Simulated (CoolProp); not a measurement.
Vapour-liquid equilibrium of R152A (1) + n-pentane (2) at 317.4 K; x and y are mole fractions of (1).

Model: multi-fluid Helmholtz-energy mixture model, Outcalt 1996 and Thol 2019; pair parameters Bell 2016, in CoolProp.

**Question.** Give the bubble pressure and the first vapour's composition at x = 0.05, 0.5, 0.8. Is there an azeotrope?

**Answer.** x = 0.05: 261.0 kPa, y = 0.491; x = 0.5: 772.1 kPa, y = 0.855; x = 0.8: 913.5 kPa, y = 0.916. No azeotrope shows between x = 0.05 and 0.95.

Pair parameters are fitted to limited data, so mixtures are less certain than the pure fluids. With so large a gap from Raoult's law the liquid may split in two, which this calculation doesn't test in full.
